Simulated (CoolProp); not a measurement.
Vapour-liquid equilibrium of cyclopropane (1) + R134a (2) at 6.51 bar; x and y are mole fractions of (1).

Values from CoolProp's multi-fluid Helmholtz-energy mixture model, Polt 1992 and Tillner-Roth 1994; pair parameters Bell 2016. This equation is an older, rougher fit; its heat capacities, sound speeds and derivatives of the liquid may be far off and weren't checked against measurements.

```tsv
x	bubble temperature (K)	y at the bubble point	dew temperature at overall composition x (K)	liquid density (mol/L)
0.05	294.4	0.118	296.2	12.01
0.15	290.1	0.285	293.6	12.29
0.25	287.5	0.392	291.0	12.54
0.35	286.1	0.463	288.5	12.78
0.45	285.3	0.516	286.3	13.04
0.55	285.1	0.560	285.1	13.32
0.65	285.2	0.605	285.7	13.64
0.75	285.8	0.659	287.7	13.99
0.85	287.4	0.739	290.2	14.36
0.95	291.0	0.881	292.9	14.71
```

y crosses x between x = 0.55 and 0.65: the model has an azeotrope there.

The pair parameters rest on a limited set of measurements; away from them the model extrapolates.
